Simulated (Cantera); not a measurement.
**Thermodynamics of silicon nitride deposition, feed SiHCl3 + NH3 + H2**

Charge: 1 mol SiHCl3, 6.3 mol NH3, 1.5 mol H2, held at 1.00 Torr.

Equilibrium computed with Cantera from the NASA thermochemical tables; the gas is ideal and each condensed phase is pure. Candidate condensed phases: NH4Cl, Si, Si3N4; 28 gas species. The tables' values for SiCl, SiCl3 are old estimates; treat these amounts as uncertain. Gases not in the tables: Si2H6 and higher silanes. Rates play no part.

From 850 K to 1525 K the condensed part is Si3N4(s). From 1600 K to 1675 K the condensed part is Si(s). At 1750 K the condensed part is Si(l). The main Si-bearing gas is SiCl4 at 850 K and SiCl2 at 1750 K. The share of Si in condensed phases is highest at 1075 K (99.5 %) and lowest at 1675 K (24.0 %).

```json
[
 {"T (K)": "850", "x H2": "0.646", "x N2": "0.161", "x HCl": "0.191", "x SiCl2": "6.13e-9", "x H": "4.51e-10", "x Si": "<1e-12", "n Si3N4(s)": "0.330", "n Si(s)": "0", "n Si(l)": "0"},
 {"T (K)": "925", "x H2": "0.646", "x N2": "0.161", "x HCl": "0.192", "x SiCl2": "1.31e-7", "x H": "5.73e-9", "x Si": "<1e-12", "n Si3N4(s)": "0.331", "n Si(s)": "0", "n Si(l)": "0"},
 {"T (K)": "1000", "x H2": "0.646", "x N2": "0.161", "x HCl": "0.193", "x SiCl2": "1.76e-6", "x H": "4.99e-8", "x Si": "<1e-12", "n Si3N4(s)": "0.331", "n Si(s)": "0", "n Si(l)": "0"},
 {"T (K)": "1075", "x H2": "0.645", "x N2": "0.161", "x HCl": "0.193", "x SiCl2": "1.63e-5", "x H": "3.23e-7", "x Si": "<1e-12", "n Si3N4(s)": "0.332", "n Si(s)": "0", "n Si(l)": "0"},
 {"T (K)": "1150", "x H2": "0.645", "x N2": "0.161", "x HCl": "0.193", "x SiCl2": "0.000112", "x H": "1.64e-6", "x Si": "<1e-12", "n Si3N4(s)": "0.331", "n Si(s)": "0", "n Si(l)": "0"},
 {"T (K)": "1225", "x H2": "0.646", "x N2": "0.161", "x HCl": "0.192", "x SiCl2": "0.000600", "x H": "6.86e-6", "x Si": "1.12e-11", "n Si3N4(s)": "0.329", "n Si(s)": "0", "n Si(l)": "0"},
 {"T (K)": "1300", "x H2": "0.647", "x N2": "0.163", "x HCl": "0.188", "x SiCl2": "0.00253", "x H": "2.44e-5", "x Si": "5.65e-10", "n Si3N4(s)": "0.318", "n Si(s)": "0", "n Si(l)": "0"},
 {"T (K)": "1375", "x H2": "0.650", "x N2": "0.166", "x HCl": "0.175", "x SiCl2": "0.00814", "x H": "7.57e-5", "x Si": "1.84e-8", "n Si3N4(s)": "0.289", "n Si(s)": "0", "n Si(l)": "0"},
 {"T (K)": "1450", "x H2": "0.656", "x N2": "0.172", "x HCl": "0.152", "x SiCl2": "0.0192", "x H": "0.000210", "x Si": "4.09e-7", "n Si3N4(s)": "0.231", "n Si(s)": "0", "n Si(l)": "0"},
 {"T (K)": "1525", "x H2": "0.664", "x N2": "0.180", "x HCl": "0.121", "x SiCl2": "0.0338", "x H": "0.000528", "x Si": "6.63e-6", "n Si3N4(s)": "0.153", "n Si(s)": "0", "n Si(l)": "0"},
 {"T (K)": "1600", "x H2": "0.663", "x N2": "0.196", "x HCl": "0.0938", "x SiCl2": "0.0457", "x H": "0.00121", "x Si": "7.31e-5", "n Si3N4(s)": "0", "n Si(s)": "0.256", "n Si(l)": "0"},
 {"T (K)": "1675", "x H2": "0.662", "x N2": "0.195", "x HCl": "0.0922", "x SiCl2": "0.0463", "x H": "0.00259", "x Si": "0.000326", "n Si3N4(s)": "0", "n Si(s)": "0.240", "n Si(l)": "0"},
 {"T (K)": "1750", "x H2": "0.658", "x N2": "0.195", "x HCl": "0.0943", "x SiCl2": "0.0449", "x H": "0.00517", "x Si": "0.00113", "n Si3N4(s)": "0", "n Si(s)": "0", "n Si(l)": "0.243"}
]
```
x: gas mole fraction; n: condensed amount in mol.
